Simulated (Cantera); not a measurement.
A Cantera script and its output.

```python
import numpy as np
import cantera as ct

gas = ct.Solution("gri30.yaml")
gas.TP = 300, 170000
flame = ct.CounterflowDiffusionFlame(gas, width=0.02)
flame.fuel_inlet.X, flame.fuel_inlet.T = {'CH4': 1, 'CO': 0.26, 'N2': 1.2}, 573
flame.oxidizer_inlet.X, flame.oxidizer_inlet.T = {'O2': 0.26, 'N2': 0.74}, 450
flame.set_refine_criteria(ratio=3, slope=0.12, curve=0.24, prune=0.03)
show = ['OH', 'H', 'NO', 'CO', 'C2H2']

rows = []
print(f"{'mdot':>8s}{'a_max':>10s}{'a_mean':>10s}{'Tmax/K':>9s}" + "".join(f"{s:>11s}" for s in show) + "   (peak mole fractions)")
for i, mdot in enumerate([0.42, 0.59, 0.83, 1.2, 1.6, 2.3, 3.2, 4.4, 6.2, 8.6]):  # kg/m2/s on the oxidiser side
    flame.oxidizer_inlet.mdot, flame.fuel_inlet.mdot = mdot, 0.83 * mdot
    flame.solve(loglevel=0, auto=(i == 0))
    if flame.T.max() < max(573, 450) + 100:
        print(f"{mdot:8.3g}  no burning solution found from the previous one")
        break
    dT = np.abs(np.gradient(flame.T, flame.grid))
    rows.append([flame.strain_rate("max"), flame.strain_rate("mean"), flame.T.max(),
                 *(flame.X[gas.species_index(s)].max() for s in show), max(dT[0], dT[-1]) / dT.max()])
    print(f"{mdot:8.3g}{rows[-1][0]:10.1f}{rows[-1][1]:10.1f}{rows[-1][2]:9.1f}" + "".join(f"{x:11.3e}" for x in rows[-1][3:-1]))
```

Result:

```
    mdot     a_max    a_mean   Tmax/K         OH          H         NO         CO       C2H2   (peak mole fractions)
    0.42     163.6      37.0   2247.7  8.570e-03  3.042e-03  4.123e-04  1.057e-01  1.085e-02
    0.59     222.3      52.0   2227.2  8.711e-03  3.231e-03  3.808e-04  1.057e-01  1.022e-02
    0.83     303.7      73.1   2208.4  8.801e-03  3.411e-03  3.505e-04  1.057e-01  9.541e-03
     1.2     427.0     105.8   2191.7  8.913e-03  3.622e-03  3.196e-04  1.057e-01  8.865e-03
     1.6     558.3     141.0   2178.5  8.954e-03  3.783e-03  2.938e-04  1.057e-01  8.361e-03
     2.3     784.3     202.7   2160.3  8.942e-03  3.973e-03  2.582e-04  1.057e-01  7.753e-03
     3.2    1070.2     282.0   2141.4  8.846e-03  4.121e-03  2.227e-04  1.057e-01  7.169e-03
     4.4    1447.1     387.8   2121.6  8.693e-03  4.240e-03  1.870e-04  1.057e-01  6.570e-03
     6.2    2003.9     546.4   2096.7  8.409e-03  4.311e-03  1.473e-04  1.057e-01  5.849e-03
     8.6    2733.6     757.9   2067.0  7.987e-03  4.292e-03  1.091e-04  1.057e-01  5.051e-03
```

Computed with Cantera and GRI-Mech 3.0 (53 species, 325 reactions). GRI-Mech 3.0 has no aromatics or soot, which form on the fuel side of real flames. The maximum strain rate includes the flame's own expansion and is several times the mean.
